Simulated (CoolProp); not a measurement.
Saturation properties of R113 (Tc = 487.2 K, pc = 3392 kPa, ω = 0.253).

The numbers come from the reference Helmholtz-energy equation of state, Marx 1992 in CoolProp.

```csv
T (K),p (kPa),liquid density (kg/m³),liquid cp (kJ/(kg K))
373.7,442.3,1367,___
378.3,491.9,1354,1.014
382.8,544.4,1340,1.021
387.3,600.9,1326,1.029
391.8,661.6,1312,1.037
396.3,726.9,1298,1.046
400.8,796.8,___,1.056
405.3,871.5,1268,1.066
409.8,951.3,1252,1.077
414.3,1036,1236,1.089
418.8,1127,1220,1.103
423.3,1223,1202,___
```

Task: Some entries are withheld; supply them.

Result: 
- 373.7, liquid cp (kJ/(kg K)): 1.007
- 400.8, liquid density (kg/m³): 1283
- 423.3, liquid cp (kJ/(kg K)): 1.117

It boils at 320.7 K under 1 atm.
